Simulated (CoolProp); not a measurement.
Saturation properties of hexamethyldisiloxane (MM) (Tc = 518.7 K, pc = 19.31 bar, ω = 0.418).

The numbers come from the reference Helmholtz-energy equation of state, Thol 2016 in CoolProp.

```json
[
 {"T (K)": "278.4", "p (bar)": "0.01873", "liquid density (kg/m³)": "780.1", "liquid cp (kJ/(kg K))": "1.851", "vapour Z": "0.9964"},
 {"T (K)": "291", "p (bar)": "0.03837", "liquid density (kg/m³)": "767.0", "liquid cp (kJ/(kg K))": "1.881", "vapour Z": "0.9939"},
 {"T (K)": "303.7", "p (bar)": "0.07341", "liquid density (kg/m³)": "___", "liquid cp (kJ/(kg K))": "___", "vapour Z": "0.9903"},
 {"T (K)": "316.4", "p (bar)": "0.1317", "liquid density (kg/m³)": "740.0", "liquid cp (kJ/(kg K))": "1.948", "vapour Z": "0.9851"},
 {"T (K)": "329.1", "p (bar)": "0.2235", "liquid density (kg/m³)": "___", "liquid cp (kJ/(kg K))": "___", "vapour Z": "0.9783"},
 {"T (K)": "341.7", "p (bar)": "0.3601", "liquid density (kg/m³)": "712.2", "liquid cp (kJ/(kg K))": "2.020", "vapour Z": "0.9695"},
 {"T (K)": "354.4", "p (bar)": "0.5583", "liquid density (kg/m³)": "697.7", "liquid cp (kJ/(kg K))": "2.057", "vapour Z": "0.9583"},
 {"T (K)": "367.1", "p (bar)": "0.8342", "liquid density (kg/m³)": "682.8", "liquid cp (kJ/(kg K))": "2.095", "vapour Z": "0.9447"},
 {"T (K)": "379.7", "p (bar)": "1.203", "liquid density (kg/m³)": "667.5", "liquid cp (kJ/(kg K))": "2.135", "vapour Z": "0.9284"},
 {"T (K)": "392.4", "p (bar)": "___", "liquid density (kg/m³)": "___", "liquid cp (kJ/(kg K))": "2.176", "vapour Z": "0.9089"}
]
```

Q: Some entries are withheld; supply them.

A: 
- 303.7, liquid density (kg/m³): 753.6
- 303.7, liquid cp (kJ/(kg K)): 1.914
- 329.1, liquid density (kg/m³): 726.2
- 329.1, liquid cp (kJ/(kg K)): 1.984
- 392.4, p (bar): 1.693
- 392.4, liquid density (kg/m³): 651.5

It boils at 373.7 K under 1 atm.
